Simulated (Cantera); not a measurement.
A perfectly stirred reactor is fed with CH4 : N2 = 1 : 3.3 (molar parts), at 1.00 bar; it is held at 1175 K, and followed from long to short residence time.

Detailed kinetics in Cantera: GRI-Mech 3.0 (53 species, 325 reactions). GRI-Mech 3.0 stops at C3 and has no aromatics, soot or wall deposition, so with more carbon than oxygen in the feed, carbon stays in small species such as C2H2 where larger ones or solid carbon would form.

Task: What does this change do: temperature 1175 to 1823 K?

Result: 
```json
[
 {"quantity": "x(CH4) at τ = 0.800 s", "before": "0.233", "after": "0.00845"},
 {"quantity": "x(H) at τ = 0.800 s", "before": "1.28e-11", "after": "0.000221"},
 {"quantity": "x(CH2) at τ = 0.800 s", "before": "<1e-12", "after": "1.25e-7"},
 {"quantity": "x(CH3) at τ = 0.800 s", "before": "5.57e-7", "after": "0.000138"},
 {"quantity": "x(C2H6) at τ = 0.800 s", "before": "1.03e-5", "after": "1.59e-6"},
 {"quantity": "x(CH4) at τ = 15.0 ms", "before": "0.233", "after": "0.0579"},
 {"quantity": "x(H) at τ = 15.0 ms", "before": "1.01e-11", "after": "0.000160"},
 {"quantity": "x(CH2) at τ = 15.0 ms", "before": "<1e-12", "after": "6.60e-7"},
 {"quantity": "x(CH3) at τ = 15.0 ms", "before": "2.80e-7", "after": "0.000866"},
 {"quantity": "x(C2H6) at τ = 15.0 ms", "before": "7.19e-8", "after": "6.64e-5"}
]
```

Task: What does this change do: temperature 1175 to 1900 K?

Result: 
```tsv
quantity	before	after
x(CH4) at τ = 0.800 s	0.233	0.00476
x(H) at τ = 0.800 s	1.28e-11	0.000413
x(CH2) at τ = 0.800 s	<1e-12	2.51e-7
x(CH3) at τ = 0.800 s	5.57e-7	0.000141
x(C2H6) at τ = 0.800 s	1.03e-5	6.34e-7
x(CH4) at τ = 15.0 ms	0.233	0.0339
x(H) at τ = 15.0 ms	1.01e-11	0.000337
x(CH2) at τ = 15.0 ms	<1e-12	1.39e-6
x(CH3) at τ = 15.0 ms	2.80e-7	0.000931
x(C2H6) at τ = 15.0 ms	7.19e-8	2.81e-5
```

Task: What does this change do: temperature 1175 to 1623 K?

Result: 
| quantity | before | after |
|---|---|---|
| x(CH4) at τ = 0.800 s | 0.233 | 0.0457 |
| x(H) at τ = 0.800 s | 1.28e-11 | 2.74e-5 |
| x(CH2) at τ = 0.800 s | <1e-12 | 1.27e-8 |
| x(CH3) at τ = 0.800 s | 5.57e-7 | 0.000112 |
| x(C2H6) at τ = 0.800 s | 1.03e-5 | 2.19e-5 |
| x(CH4) at τ = 15.0 ms | 0.233 | 0.183 |
| x(H) at τ = 15.0 ms | 1.01e-11 | 7.66e-6 |
| x(CH2) at τ = 15.0 ms | <1e-12 | 5.25e-8 |
| x(CH3) at τ = 15.0 ms | 2.80e-7 | 0.000466 |
| x(C2H6) at τ = 15.0 ms | 7.19e-8 | 0.000461 |
